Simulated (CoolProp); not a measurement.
Aqueous potassium carbonate as a coolant, at 16 °C, 1 atm.

Computed with CoolProp (Melinder's fits for secondary coolants).

| mass % | freezing point (°C) | density (kg/m³) | conductivity (W/(m K)) | Prandtl number | cp (kJ/(kg K)) |
|---|---|---|---|---|---|
| 1.7 | -0.5 | 1015 | 0.590 | 7.92 | 4.076 |
| 5.8 | -1.9 | 1053 | 0.586 | 8.26 | 3.863 |
| 10 | -3.6 | 1092 | 0.582 | 8.81 | 3.688 |
| 14.2 | -5.5 | 1133 | 0.577 | 9.52 | 3.525 |
| 18.4 | -7.8 | 1176 | 0.573 | 10.4 | 3.364 |
| 22.6 | -10.7 | 1219 | 0.570 | 11.5 | 3.205 |
| 26.7 | -14.6 | 1264 | 0.566 | 13.0 | 3.058 |
| 30.9 | -19.9 | 1311 | 0.561 | 15.2 | 2.925 |
